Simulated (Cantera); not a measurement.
Input (Python, Cantera) and output of one run.

```python
import numpy as np
import cantera as ct

gas_names = """
    N NO NO2 NO3 N2 N2O O O2 O3 Si SiN SiO SiO2 Si2 Si2N Si3
""".split()
cond_names = """
    Si(cr) Si(L) SiO2(Lqz) SiO2(hqz) SiO2(L) Si2N2O(s) Si3N4(a)
""".split()


def load(file, names, dense=False):
    # The tables refer to 1 bar. Condensed volumes are neglected.
    table = {s.name: s for s in ct.Species.list_from_file(file)}
    out = []
    for n in names:
        d = dict(table[n].input_data)
        d["thermo"] = dict(d["thermo"], **{"reference-pressure": 1e5})
        if dense:
            d["equation-of-state"] = {"model": "constant-volume", "density": "1e6 g/cm^3"}
        out.append(ct.Species.from_dict(d))
    return out


gas = ct.Solution(thermo="ideal-gas", species=load("nasa_gas.yaml", gas_names))
cond = {s.name: ct.Solution(thermo="fixed-stoichiometry", species=[s], name=s.name)
        for s in load("nasa_condensed.yaml", cond_names, dense=True)}
atoms = {
    'Si3N4': {'Si': 3, 'N': 4},
    'O2': {'O': 2},
    'N2': {'N': 2},
}
top_T = {'Si2N2O(s)': 2100, 'Si3N4(a)': 2400}  # K; cautious upper limits of use, not melting points


def equilibrate(T, P, feed):
    n = {}
    for name, mol in feed.items():
        for a, k in atoms[name].items():
            n[a] = n.get(a, 0.0) + k * mol
    gas.TPX = T, P, n
    mass = sum(n.values()) * gas.mean_molecular_weight
    gas.equilibrate("TP")
    valid = [c for c in cond.values() if c.min_temp <= T <= top_T.get(c.name, c.max_temp)]
    mix = ct.Mixture([(gas, mass / gas.mean_molecular_weight)] + [(c, 0.0) for c in valid])
    mix.T, mix.P = T, P
    mix.equilibrate("TP", solver="vcs", rtol=1e-11, max_steps=5000)
    return mix


results = []
feed = {'Si3N4': 1, 'O2': 0.87, 'N2': 1.2}  # mol
T = 948.15  # K
P = 7  # Pa
mix = equilibrate(T, P, feed)
results.append((T, P, feed, dict(zip(mix.species_names, mix.species_moles))))
x = sorted(zip(gas.X, gas.species_names), reverse=True)
print(f"T = {T:g} K  P = {P:g} Pa  gas = {mix.phase_moles(0):.4g} mol")
print("   x: " + "  ".join(f"{s} {v:.3e}" for v, s in x if v > 1e-06))
print("   condensed (mol): " + ("  ".join(f"{mix.phase(i).name} {mix.phase_moles(i):.4g}"
      for i in range(1, mix.n_phases) if mix.phase_moles(i) > 1e-12) or "none"))
```

Result:

```
T = 948.15 K  P = 7 Pa  gas = 1.78 mol
   x: N2 1.000e+00
   condensed (mol): SiO2(hqz) 0.16  Si2N2O(s) 1.42
```

Cantera equilibrium calculation (NASA polynomials, part measured and part estimated; ideal gas, pure solids and liquids).
